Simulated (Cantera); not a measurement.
Fluorocarbon and chlorocarbon gases: CCl4 + H2

Input: 1 mol CCl4, a varied amount of H2, equilibrated at 900 °C and 17.0 Pa.

These are equilibrium values from Cantera (NASA tables, ideal gas, pure condensed phases), not measurements of a reactor. Candidate condensed phases: C, C6H6, C7H8, C8H18; 91 gas species. Rates play no part.

```json
[
 {"n(H2) (mol)": "0.053", "x HCl": "0.0457", "x Cl2": "0.723", "x H2": "2.44e-12", "x Cl": "0.231", "x H": "1.41e-11", "n C(graphite)": "1.000"},
 {"n(H2) (mol)": "0.082", "x HCl": "0.0698", "x Cl2": "0.702", "x H2": "5.87e-12", "x Cl": "0.228", "x H": "2.19e-11", "n C(graphite)": "1.000"},
 {"n(H2) (mol)": "0.13", "x HCl": "0.109", "x Cl2": "0.669", "x H2": "1.49e-11", "x Cl": "0.222", "x H": "3.49e-11", "n C(graphite)": "1.000"},
 {"n(H2) (mol)": "0.19", "x HCl": "0.155", "x Cl2": "0.630", "x H2": "3.22e-11", "x Cl": "0.216", "x H": "5.13e-11", "n C(graphite)": "1.000"},
 {"n(H2) (mol)": "0.3", "x HCl": "0.234", "x Cl2": "0.562", "x H2": "8.27e-11", "x Cl": "0.204", "x H": "8.22e-11", "n C(graphite)": "1.00"},
 {"n(H2) (mol)": "0.46", "x HCl": "0.339", "x Cl2": "0.474", "x H2": "2.05e-10", "x Cl": "0.187", "x H": "1.30e-10", "n C(graphite)": "1.00"},
 {"n(H2) (mol)": "0.7", "x HCl": "0.476", "x Cl2": "0.361", "x H2": "5.33e-10", "x Cl": "0.163", "x H": "2.09e-10", "n C(graphite)": "1.00"},
 {"n(H2) (mol)": "1.1", "x HCl": "0.665", "x Cl2": "0.210", "x H2": "1.79e-9", "x Cl": "0.125", "x H": "3.82e-10", "n C(graphite)": "1.00"},
 {"n(H2) (mol)": "1.7", "x HCl": "0.891", "x Cl2": "0.0487", "x H2": "1.38e-8", "x Cl": "0.0599", "x H": "1.06e-9", "n C(graphite)": "1.00"},
 {"n(H2) (mol)": "2.5", "x HCl": "0.889", "x Cl2": "6.02e-9", "x H2": "0.111", "x Cl": "2.11e-5", "x H": "3.01e-6", "n C(graphite)": "1.00"},
 {"n(H2) (mol)": "3.9", "x HCl": "0.678", "x Cl2": "1.21e-9", "x H2": "0.322", "x Cl": "9.45e-6", "x H": "5.13e-6", "n C(graphite)": "1.000"},
 {"n(H2) (mol)": "6", "x HCl": "0.500", "x Cl2": "4.23e-10", "x H2": "0.500", "x Cl": "5.59e-6", "x H": "6.39e-6", "n C(graphite)": "1.000"}
]
```
x: gas mole fraction; n: condensed amount in mol.

From 0.053 mol H2 to 6 mol H2 the condensed part is C(graphite). The main C-bearing gas is CCl4 at 0.053 mol H2 and CH4 at 6 mol H2.
